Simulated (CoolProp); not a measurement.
A closed Brayton cycle with carbon dioxide: compressor inlet 315.15 K and 7.9 MPa, high pressure 15.3 MPa, turbine inlet 815 K, compressor efficiency 0.89, turbine efficiency 0.9, recuperator effectiveness 0.9 (on enthalpy, no pinch check). Each further row changes one setting.

Values from CoolProp's reference Helmholtz-energy equation of state, Span 1996.

```json
[
 {"case": "as stated", "thermal efficiency (%)": "30.8", "net work (kJ/kg)": "61.4", "compressor to turbine work": "0.30", "compressor exit (K)": "365.0", "turbine exit (K)": "736.0"},
 {"case": "turbine inlet 765 K", "thermal efficiency (%)": "29.5", "net work (kJ/kg)": "55.5", "compressor to turbine work": "…", "compressor exit (K)": "365.0", "turbine exit (K)": "…"},
 {"case": "compressor inlet 325.15 K", "thermal efficiency (%)": "30.5", "net work (kJ/kg)": "…", "compressor to turbine work": "0.36", "compressor exit (K)": "…", "turbine exit (K)": "736.0"},
 {"case": "high pressure 13 MPa", "thermal efficiency (%)": "27.8", "net work (kJ/kg)": "47.8", "compressor to turbine work": "0.29", "compressor exit (K)": "352.5", "turbine exit (K)": "755.1"},
 {"case": "recuperator effectiveness 0.5", "thermal efficiency (%)": "…", "net work (kJ/kg)": "61.4", "compressor to turbine work": "0.30", "compressor exit (K)": "365.0", "turbine exit (K)": "736.0"}
]
```

Problem. What belongs in the gaps?

Solution. 
- turbine inlet 765 K, compressor to turbine work: 0.32
- turbine inlet 765 K, turbine exit (K): 689.0
- compressor inlet 325.15 K, net work (kJ/kg): 56.3
- compressor inlet 325.15 K, compressor exit (K): 380.4
- recuperator effectiveness 0.5, thermal efficiency (%): 16.5
